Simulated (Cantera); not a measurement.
A closed system holds: 1 mol CH4, 1.9 mol H2, held at 2275 K.

Equilibrium computed with Cantera from the NASA thermochemical tables; the gas is ideal and each condensed phase is pure. Candidate condensed phases: C, C6H6, C7H8, C8H18; 76 gas species. The ideal-gas law is rough above about 30 bar. Kinetics and transport are ignored.

x: gas mole fraction; n: condensed amount in mol.

```json
[
 {"P (Pa)": "10", "x H2": "0.437", "x H": "0.561", "x CH4": "4.29e-9", "x C2H2 (acetylene)": "0.00166", "n C(graphite)": "0.979"},
 {"P (Pa)": "46", "x H2": "0.673", "x H": "0.325", "x CH4": "4.68e-8", "x C2H2 (acetylene)": "0.00256", "n C(graphite)": "0.975"},
 {"P (Pa)": "220", "x H2": "0.832", "x H": "0.165", "x CH4": "3.42e-7", "x C2H2 (acetylene)": "0.00317", "n C(graphite)": "0.973"},
 {"P (Pa)": "1000", "x H2": "0.915", "x H": "0.0812", "x CH4": "1.88e-6", "x C2H2 (acetylene)": "0.00349", "n C(graphite)": "0.971"},
 {"P (Pa)": "4600", "x H2": "0.958", "x H": "0.0387", "x CH4": "9.49e-6", "x C2H2 (acetylene)": "0.00365", "n C(graphite)": "0.971"},
 {"P (Pa)": "22000", "x H2": "0.978", "x H": "[?]", "x CH4": "[?]", "x C2H2 (acetylene)": "0.00373", "n C(graphite)": "0.970"},
 {"P (Pa)": "100000", "x H2": "0.988", "x H": "0.00844", "x CH4": "0.000219", "x C2H2 (acetylene)": "0.00376", "n C(graphite)": "0.969"},
 {"P (Pa)": "460000", "x H2": "0.991", "x H": "[?]", "x CH4": "[?]", "x C2H2 (acetylene)": "0.00378", "n C(graphite)": "0.966"},
 {"P (Pa)": "2200000", "x H2": "0.989", "x H": "0.00180", "x CH4": "0.00484", "x C2H2 (acetylene)": "0.00377", "n C(graphite)": "0.950"},
 {"P (Pa)": "10000000", "x H2": "0.973", "x H": "0.000837", "x CH4": "0.0213", "x C2H2 (acetylene)": "0.00371", "n C(graphite)": "0.884"}
]
```

Task: Some entries are withheld; supply them.

Result: 
- 460000, x H: 0.00394
- 460000, x CH4: 0.00102
- 22000, x H: 0.0179
- 22000, x CH4: 4.74e-5
